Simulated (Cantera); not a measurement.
Premixed flame

A freely propagating, adiabatic, planar premixed flame of 35.9 % H₂, 12.0 % O₂, 44.9 % N₂, 7.19 % H₂O, equivalence ratio 1.5, unburnt at 475 K and 100.0 Torr; mixture-averaged transport, grid criteria slope 0.08 and curve 0.16, no radiation.

Cantera simulation using the H2/O2 subset of GRI-Mech 3.0, which has no nitrogen chemistry; the numbers are that mechanism's predictions, not measurements. Burning velocities carry a grid error of a few per cent, more on coarse grids.

```json
[
 {"z (mm)": "-16.6", "T (K)": "475", "u (m/s)": "4.41", "x H₂": "0.359", "x O₂": "0.120", "x H₂O": "0.0719", "x O": "<1e-8", "x HO₂": "<1e-8", "x H₂O₂": "<1e-8"},
 {"z (mm)": "-11.0", "T (K)": "475", "u (m/s)": "4.41", "x H₂": "0.359", "x O₂": "0.120", "x H₂O": "0.0719", "x O": "<1e-8", "x HO₂": "<1e-8", "x H₂O₂": "<1e-8"},
 {"z (mm)": "-8.28", "T (K)": "475", "u (m/s)": "4.41", "x H₂": "0.359", "x O₂": "0.120", "x H₂O": "0.0719", "x O": "<1e-8", "x HO₂": "<1e-8", "x H₂O₂": "<1e-8"},
 {"z (mm)": "-5.52", "T (K)": "475", "u (m/s)": "4.41", "x H₂": "0.359", "x O₂": "0.120", "x H₂O": "0.0719", "x O": "<1e-8", "x HO₂": "3.12e-8", "x H₂O₂": "<1e-8"},
 {"z (mm)": "-2.76", "T (K)": "481", "u (m/s)": "4.45", "x H₂": "0.358", "x O₂": "0.120", "x H₂O": "0.0722", "x O": "3.23e-6", "x HO₂": "7.99e-5", "x H₂O₂": "1.53e-6"},
 {"z (mm)": "-1.38", "T (K)": "648", "u (m/s)": "5.91", "x H₂": "0.334", "x O₂": "0.115", "x H₂O": "0.0870", "x O": "0.000135", "x HO₂": "5.89e-5", "x H₂O₂": "5.37e-6"},
 {"z (mm)": "0", "T (K)": "1057", "u (m/s)": "9.36", "x H₂": "0.216", "x O₂": "0.0763", "x H₂O": "0.174", "x O": "0.00402", "x HO₂": "1.76e-5", "x H₂O₂": "4.35e-7"},
 {"z (mm)": "1.38", "T (K)": "1321", "u (m/s)": "11.6", "x H₂": "0.113", "x O₂": "0.0181", "x H₂O": "0.284", "x O": "0.00627", "x HO₂": "3.62e-6", "x H₂O₂": "5.55e-7"},
 {"z (mm)": "2.76", "T (K)": "1426", "u (m/s)": "12.4", "x H₂": "0.102", "x O₂": "0.00873", "x H₂O": "0.303", "x O": "0.00561", "x HO₂": "1.58e-6", "x H₂O₂": "5.09e-7"},
 {"z (mm)": "5.52", "T (K)": "1540", "u (m/s)": "13.3", "x H₂": "0.107", "x O₂": "0.00682", "x H₂O": "0.308", "x O": "0.00512", "x HO₂": "1.09e-6", "x H₂O₂": "3.83e-7"},
 {"z (mm)": "11.0", "T (K)": "1667", "u (m/s)": "14.3", "x H₂": "0.113", "x O₂": "0.00539", "x H₂O": "0.314", "x O": "0.00428", "x HO₂": "7.64e-7", "x H₂O₂": "2.29e-7"},
 {"z (mm)": "22.1", "T (K)": "1798", "u (m/s)": "15.2", "x H₂": "0.118", "x O₂": "0.00384", "x H₂O": "0.321", "x O": "0.00318", "x HO₂": "5.04e-7", "x H₂O₂": "1.21e-7"},
 {"z (mm)": "44.2", "T (K)": "1920", "u (m/s)": "16.1", "x H₂": "0.122", "x O₂": "0.00241", "x H₂O": "0.329", "x O": "0.00205", "x HO₂": "3.14e-7", "x H₂O₂": "6.21e-8"}
]
```
x: mole fraction of selected species; z is measured from the peak of heat release.

* **laminar burning velocity**: 441 cm/s
* **thermal thickness**: 5.52 mm
* **peak x(O)**: 0.00649
* **peak x(HO₂)**: 0.000102
* **peak x(H₂O₂)**: 6.56e-6
* **grid points**: 141
